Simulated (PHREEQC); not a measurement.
HCl is added in steps, without added water, to 1 kg of water holding 110 mmol/kgw KOH, 81 mmol/kgw NaAlO2 and 92 mmol/kgw (CH3)4NCl, at 55 °C. Oxygen alone is held at its pressure in air (log pO2 = -0.68). The system is closed to CO2. Precipitation was switched off in this run.

Base run: PHREEQC, ion-association model, wateq4f.dat. Each further column changes one thing. The table gives pH.

```tsv
HCl added (mol)	base	temperature from 55 to 80 °C	(CH3)4NCl replaced by TMAH at the same molality	solids may form
0	12.02	11.47	12.28	12.02
0.03833	11.83	11.28	12.19	11.83
0.07667	11.50	10.95	12.08	11.50
0.115	6.69	6.31	11.92	9.56
0.1342	6.20	5.82	?	9.43
0.1725	5.89	5.49	11.45	8.94
0.2108	5.67	5.27	?	4.11
0.2492	5.44	5.02	5.99	?
0.2875	5.15	4.65	5.75	3.89
0.3258	4.84	4.30	5.54	3.85
0.345	4.70	4.15	5.42	3.84
0.3833	4.40	3.84	?	3.81
0.4217	3.81	?	4.81	3.79
0.46	1.72	1.72	4.53	1.72
```

Problem. Complete the blanks.

Solution. 
- 0.1342, (CH3)4NCl replaced by TMAH at the same molality: 11.81
- 0.2108, (CH3)4NCl replaced by TMAH at the same molality: 6.51
- 0.2492, solids may form: 3.96
- 0.3833, (CH3)4NCl replaced by TMAH at the same molality: 5.12
- 0.4217, temperature from 55 to 80 °C: 3.25

In at least one series the solution becomes supersaturated in solids that the run did not let form, among them Al(OH)3(a). The ionic strength passes 0.7 mol/kgw, the rough limit of the ion-association models, in part of: base; temperature from 55 to 80 °C; solids may form. (CH3)4N+ isn't in the database: it is added as a free cation with an ion size of 4 Å. Away from 25 °C the constants follow the database's enthalpies or fits; those with neither stay at their 25 °C values. Solids allowed in the column 'solids may form': Al(OH)3(a), Halite.
